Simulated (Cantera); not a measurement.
Input: 1 mol MgO, 0.034 mol I2, equilibrated at 873 K and 1 atm.

These are equilibrium values from Cantera (NASA tables, ideal gas, pure condensed phases), not measurements of a reactor. Candidate condensed phases: I2, Mg, MgI2, MgO; 10 gas species. The numbers say what is thermodynamically allowed, not how fast it happens.

Question: What is the equilibrium state?

Answer: 
```
Item                                      Value
----------------------------------  -----------
x(I2)                                     0.986
x(I)                                     0.0143
n(MgO(s))                              1.00 mol
gas amount                          0.03424 mol
log10 activity of I2(l) (absent)          -1.91
log10 activity of MgI2(s) (absent)        -7.49
log10 activity of Mg(s) (absent)         -24.97
```
